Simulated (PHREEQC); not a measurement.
Dissolve 0.00072 mol/kgw FeCl2 at 25 °C. It is in equilibrium with CO2 at log p = -3.5 (atm). Otherwise closed; pH follows from the charge balance.

Model: ion-association model, phreeqc.dat, run in PHREEQC.

Task: The ionic strength comes out as 0.00216 mol/kgw. What activity coefficients do Fe+2, Cl-, HCO3-, H+, FeCl+ get?

Result: Fe+2 0.82, Cl- 0.95, HCO3- 0.95, H+ 0.95, FeCl+ 0.95.

This is a speciation only: nothing precipitates in the calculation. Complexes and solids missing from the database can't appear.
